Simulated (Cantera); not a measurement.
Charge: 1 mol C₆H₆, 0.056 mol O₂, 2.1 mol N₂, at 1800 K and 75.0 Torr.

Equilibrium computed with Cantera from the NASA thermochemical tables; the gas is ideal and each condensed phase is pure. Candidate condensed phases: C, C₆H₆, C₇H₈, C₈H₁₈, H₂O; 136 gas species. Rates play no part.

Base state: H₂ 0.573, N₂ 0.401, CO 0.0215, HCN 0.00294, H 0.000857, HNC 0.000112, C₂H₂ (acetylene) 0.000101, CH₄ 2.53e-5 (mole fractions); condensed: C(graphite).

Question: What changes in the equilibrium state with this change: O₂ from 0.056 to 0.44 mol?

Answer: 
```
species             before    after
----------------  --------  -------
H₂                   0.573    0.500
N₂                   0.401    0.350
CO                  0.0215    0.147
CH₄                2.53e-5  1.92e-5
C₂H₂ (acetylene)  0.000101  8.76e-5
HNC               0.000112  9.74e-5
C(graphite), mol      5.87     5.10
```

Question: What changes in the equilibrium state with this change: O₂ from 0.056 to 0.028 mol?

Answer: 
```csv
species,before,after
H₂,0.573,0.579
N₂,0.401,0.406
CO,0.0215,0.0109
CH₄,2.53e-5,2.58e-5
C₂H₂ (acetylene),0.000101,0.000102
HCN,0.00294,0.00298
HNC,0.000112,0.000113
H,0.000857,0.000862
"C(graphite), mol",5.87,5.93
```

Question: What changes in the equilibrium state with this change: temperature from 1800 K to 1398 K?

Answer: 
```tsv
species	before	after
H₂	0.573	0.575
N₂	0.401	0.403
CO	0.0215	0.0215
HCN	0.00294	0.000235
H	0.000857	1.13e-5
C₂H₂ (acetylene)	0.000101	1.41e-6
HNC	0.000112	2.78e-6
CH₄	2.53e-5	0.000145
C(graphite), mol	5.87	5.89
```
